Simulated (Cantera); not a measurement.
Thermodynamics of silicon epitaxy and polysilicon growth, feed SiHCl3 + HCl + N2

Feed: 1 mol SiHCl3, 0.59 mol HCl, 170 mol N2.

Method: chemical equilibrium by Gibbs-energy minimisation in Cantera with the NASA 1993 tables (ideal gas, pure condensed phases). Candidate condensed phases: NH4Cl, Si, Si3N4; 28 gas species. N2 is the only nitrogen source here; it is nearly inert below about 1500 K, so the nitride shown seldom forms there in practice. The tables' values for SiCl3 are old estimates. Equilibrium is a limit: real reactors are often held back by kinetics, nucleation or transport.

Q: Map the stable condensed phases over T = 998, 1048, 1098, 1148, 1198, 1248, 1298, 1348, 1398, 1448 K and P in Pa = 100, 350, 1300, 4500, 16000, 56000, 200000.

A: 
```
T in K \ P in Pa
            100    350   1300   4500  16000  56000 200000
   1448       A      A      B      B      B      B      B
   1398       A      A      B      B      B      B      B
   1348       A      B      B      B      B      B      B
   1298       B      B      B      B      B      B      B
   1248       B      B      B      B      B      B      B
   1198       B      B      B      B      B      B      B
   1148       B      B      B      B      B      B      B
   1098       B      B      B      B      B      B      B
   1048       B      B      B      B      B      B      B
    998       B      B      B      B      B      B      B
```
A: gas only; B: Si3N4.
